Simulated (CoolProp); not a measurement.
A single-stage vapour-compression cycle with R152A: evaporating at 211.15 K (dew point), condensing at 239.15 K (bubble point), superheat 0 K, subcooling 0 K, compressor efficiency 0.9, no pressure losses. Each further row changes one setting.

Model: reference Helmholtz-energy equation of state, Outcalt 1996, in CoolProp. It is a modified Benedict-Webb-Rubin equation, recast in Helmholtz form.

```tsv
case	cooling COP	pressure ratio	discharge temperature (K)	refrigerating effect (kJ/kg)	volumetric capacity (kJ/m³)
as stated	(withheld)	4.83	270.7	317	159
evaporating temperature 216.15 K	7.81	3.52	263.9	321	216
condensing temperature 234.15 K	7.61	3.77	261.0	325	163
subcooling 5 K	6.30	4.83	270.7	325	163
superheat 10 K	6.03	4.83	281.6	(withheld)	156
compressor efficiency 0.8	(withheld)	4.83	277.2	317	159
```

**Question.** Fill in the missing entries.

**Answer.** 
- as stated, cooling COP: 6.14
- superheat 10 K, refrigerating effect (kJ/kg): 326
- compressor efficiency 0.8, cooling COP: 5.46
